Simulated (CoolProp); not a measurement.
Properties of hexamethyldisiloxane (MM) along the isotherm 217.85 °C.

The numbers come from the reference Helmholtz-energy equation of state, Thol 2016 in CoolProp.

```csv
p (bar),phase,density (kg/m³),cp (kJ/(kg K)),cv (kJ/(kg K)),isothermal compressibility (1/MPa),expansivity (1/kK)
0.611,gas,2.464,1.999,___,16.60,2.137
0.951,gas,3.866,2.003,1.946,10.75,2.197
1.48,gas,6.094,2.009,1.948,7.001,2.295
2.31,gas,9.712,2.018,1.951,4.586,2.464
3.59,gas,15.62,2.036,___,3.066,2.771
5.59,gas,25.84,2.072,1.968,2.116,3.404
8.7,gas,45.29,2.167,1.990,1.600,5.120
13.6,liquid,483.9,2.758,2.038,0.06433,6.752
21.1,liquid,502.3,2.602,2.028,0.03970,4.830
32.9,liquid,521.4,2.502,2.019,___,3.639
51.2,liquid,541.7,2.431,___,___,2.827
79.7,liquid,___,___,2.006,0.01165,___
124,liquid,588.2,2.338,2.002,0.007913,1.784
193,liquid,615.0,2.308,2.001,0.005372,1.436
```

Task: Complete the blanks.

Result: 
- 0.611, cv (kJ/(kg K)): 1.945
- 3.59, cv (kJ/(kg K)): 1.957
- 32.9, isothermal compressibility (1/MPa): 0.02580
- 51.2, cv (kJ/(kg K)): 2.011
- 51.2, isothermal compressibility (1/MPa): 0.01724
- 79.7, density (kg/m³): 563.9
- 79.7, cp (kJ/(kg K)): 2.378
- 79.7, expansivity (1/kK): 2.233
